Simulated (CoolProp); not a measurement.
Ethanol along the isotherm 383.7 K: fugacity coefficient from the reference equation and from simpler models built on Tc = 514.7 K, pc = 62.68 bar, ω = 0.644; each cubic takes its own stable root.

The numbers come from the reference Helmholtz-energy equation of state, Schroeder 2014 in CoolProp.

```json
[
 {"p (bar)": "0.496", "phase": "gas", "reference": "0.9900"},
 {"p (bar)": "1.02", "phase": "gas", "reference": "0.9795"},
 {"p (bar)": "2.09", "phase": "gas", "reference": "0.9580"},
 {"p (bar)": "4.29", "phase": "liquid", "reference": "0.6958"},
 {"p (bar)": "8.81", "phase": "liquid", "reference": "0.3420"},
 {"p (bar)": "18.1", "phase": "liquid", "reference": "0.1697"},
 {"p (bar)": "37.2", "phase": "liquid", "reference": "0.08584"},
 {"p (bar)": "76.3", "phase": "liquid", "reference": "0.04531"},
 {"p (bar)": "157", "phase": "liquid", "reference": "0.02589"}
]
```

Problem. How far does each simpler model (van der Waals, Redlich-Kwong, Soave-Redlich-Kwong) lie from the reference over these 9 states: mean and median of the absolute difference, and the worst?

Solution. 
- van der Waals: mean 209.4 %, median 168.1 %, worst +495.6 % at 383.7 K and 157 bar
- Redlich-Kwong: mean 102.1 %, median 160.8 %, worst +194.2 % at 383.7 K and 157 bar
- Soave-Redlich-Kwong: mean 3.1 %, median 2.7 %, worst +8.9 % at 383.7 K and 157 bar

At some of these states van der Waals, Redlich-Kwong gives the other phase, because its saturation line lies elsewhere.
